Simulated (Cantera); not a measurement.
Feed: 1 mol TEOS, 1.4 mol H₂O, 57 mol N₂, held at 27.8 Torr.

Equilibrium computed with Cantera from the NASA thermochemical tables; the gas is ideal and each condensed phase is pure. Candidate condensed phases: C, C₆H₆, C₇H₈, C₈H₁₈, H₂O, Si, SiC, SiO₂, Si₂N₂O, Si₃N₄; 151 gas species. The feed counts by its element totals alone. N₂ is the only nitrogen source here; it is nearly inert below about 1500 K, so the nitride shown seldom forms there in practice. The numbers say what is thermodynamically allowed, not how fast it happens.

log p: log10 of the partial pressure in bar; n: condensed amount in mol.

```tsv
T (K)	log p N₂	log p H₂	log p CO	log p H₂O	log p CO₂	n C(graphite)	n SiO₂(α-quartz)	n SiO₂(β-quartz)	n Si₂N₂O(s)
723	-1.52	-2.28	-3.30	-3.28	-3.41	6.06	1.00	0	0
773	-1.53	-2.25	-3.00	-3.57	-3.60	5.46	1.00	0	0
823	-1.53	-2.24	…	…	…	4.95	1.00	0	0
873	-1.53	-2.24	-2.78	…	…	4.71	0	1.00	0
923	-1.53	-2.23	-2.76	-4.81	-5.03	4.63	0	1.00	0
973	-1.53	-2.23	-2.76	-5.20	-5.52	4.61	0	1.00	0
1023	-1.53	-2.23	-2.76	-5.55	-5.96	4.60	0	1.00	0
1073	-1.53	-2.23	-2.76	-5.87	-6.37	4.60	0	1.00	0
1123	-1.53	-2.23	-2.76	-6.17	-6.73	4.60	0	1.00	0
1173	-1.54	-2.24	-2.60	-6.29	-6.76	3.10	0	0	0.500
1223	-1.54	-2.24	-2.60	-6.54	-7.07	3.10	0	0	0.500
```

Q: Complete the blanks.

A: 
- 823, log p CO: -2.84
- 823, log p H₂O: -3.96
- 823, log p CO₂: -4.00
- 873, log p H₂O: -4.39
- 873, log p CO₂: -4.51
